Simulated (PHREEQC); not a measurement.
Solution (60 °C): 0.05 mol CaCl2 and 0.00023 mol CO2 per kg of water. Closed to the air; pH follows from the charge balance.

Equilibrium calculation in PHREEQC: Pitzer model, pitzer.dat.

| Item | Value |
|---|---|
| pH | 4.98 |
| ionic strength | 0.150 mol/kgw |
| specific conductance | 18800 µS/cm |
| density | 0.988 g/cm³ |
| osmotic coefficient | 0.855 |

```json
[
 {"species": "Cl-", "molality": "0.100", "activity": "0.0728", "log γ": "-0.138"},
 {"species": "Ca+2", "molality": "0.0500", "activity": "0.0156", "log γ": "-0.505"},
 {"species": "CO2", "molality": "0.000216", "activity": "0.000220", "log γ": "0.008"},
 {"species": "H+", "molality": "1.37e-5", "activity": "1.04e-5", "log γ": "-0.122"},
 {"species": "HCO3-", "molality": "1.37e-5", "activity": "1.11e-5", "log γ": "-0.091"},
 {"species": "OH-", "molality": "1.57e-8", "activity": "9.29e-9", "log γ": "-0.229"}
]
```

Precipitation was switched off in this run. Constants without temperature data keep their 25 °C values here.
